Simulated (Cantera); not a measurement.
Low-pressure radical oxidation in H2/O2

A perfectly stirred reactor is fed with 26.4 % H2, 73.3 % O2, 0.249 % H2O, at 10.00 Torr; it is held at 1075 K, and followed from long to short residence time.

Cantera simulation using the H2/O2 subset of GRI-Mech 3.0, which has no nitrogen chemistry; the numbers are that mechanism's predictions, not measurements. Radical loss at walls, strong at low pressure, is not modelled. The temperature is held fixed by assumption; the heat of reaction is taken as removed at once.

```
τ (s)        x H2   x O2       x H    x HO2      x OH
-------  --------  -----  --------  -------  --------
22       0.000167  0.693   2.24e-5  2.90e-6  0.000471
5.3      0.000420  0.692   9.34e-5  5.39e-6  0.000760
1.3       0.00102  0.691  0.000380  8.65e-6   0.00123
0.32      0.00242  0.689   0.00153  1.20e-5   0.00200
0.077     0.00567  0.683   0.00609  1.47e-5   0.00331
0.019      0.0127  0.671    0.0217  1.57e-5   0.00526
0.0046     0.0273  0.649    0.0586  1.43e-5   0.00757
0.0011     0.0617  0.644    0.0858  1.19e-5   0.00923
0.00028     0.152  0.680    0.0557  8.64e-6   0.00756
```
x: mole fraction; the columns are a selection and need not sum to one.
